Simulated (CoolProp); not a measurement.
The numbers come from the reference Helmholtz-energy equation of state, de Reuck 1993 in CoolProp.

Problem. For methanol, give the phase and the cv (kJ/(kg K)), speed of sound (m/s), Joule-Thomson coefficient (K/MPa), isothermal compressibility (1/MPa) at 300.35 °C and 2.64 MPa; 311.95 °C and 2.64 MPa.

Solution. 
- 300.35 °C and 2.64 MPa: gas; cv 2.04, speed of sound 388, Joule-Thomson coefficient 6.47, isothermal compressibility 0.410
- 311.95 °C and 2.64 MPa: gas; cv 2.04, speed of sound 393, Joule-Thomson coefficient 5.73, isothermal compressibility 0.408
